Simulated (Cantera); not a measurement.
Charge: 1 mol BCl3, 1.4 mol O2, 14 mol N2, 3.4 mol NH3, at 38.0 Pa.

These are equilibrium values from Cantera (NASA tables, ideal gas, pure condensed phases), not measurements of a reactor. Candidate condensed phases: B, BN, B2O3, B3O3H3, H2O, NH4Cl; 49 gas species. The tables' values for BOCl are old estimates; treat these amounts as uncertain. Rates play no part. All values below are at 2125 K.

Base state: N2 0.651, H2 0.0890, HCl 0.0850, H 0.0556, Cl 0.0390, H2O 0.0367, HBO2 0.0279, BO 0.00458 (mole fractions); condensed: gas only.

Problem. What changes in the equilibrium state with this change: pressure from 38.0 Pa to 0.180 bar?

Solution. 
```tsv
species	before	after
N2	0.651	0.687
HCl	0.0850	0.128
H2	0.0890	0.0998
H	0.0556	0.00270
Cl	0.0390	0.00254
HBO2	0.0279	0.0344
H2O	0.0367	0.0403
O2	0.000220	4.47e-7
O	0.00126	2.60e-6
NO	0.000312	1.44e-5
OH	0.00284	0.000135
BO2	0.00261	0.000139
```
